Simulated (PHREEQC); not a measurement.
## Acid rinse or clean (model solution)

Solution (25 °C): 0.0052 mol H2SO4, 0.0068 mol NaCl and 0.0052 mol CuCl2 per kg of water. Closed to the air; pH follows from the charge balance.

Equilibrium calculation in PHREEQC: ion-association model, phreeqc.dat.

Each row changes one thing in this solution. No solid was allowed to form.

| case | pH | ionic strength (mol/kgw) | SO4-2 (mol/kgw) | HSO4- (mol/kgw) |
|---|---|---|---|---|
| as made | 2.11 | 0.0319 | 0.00300 | 0.00141 |
| NaCl left out | 2.10 | 0.0249 | 0.00294 | 0.00145 |
| CuCl2 replaced by (CH3)4NCl at the same molality | 2.11 | 0.0241 | 0.00346 | 0.00168 |
| CuCl2 left out | 2.11 | 0.0188 | 0.00340 | 0.00173 |
| NaCl from 0.0068 to 0.068 mol/kgw | 2.12 | 0.0935 | 0.00320 | 0.00115 |
| diluted 5-fold with water | 2.74 | 0.00702 | 0.000839 | 0.000115 |
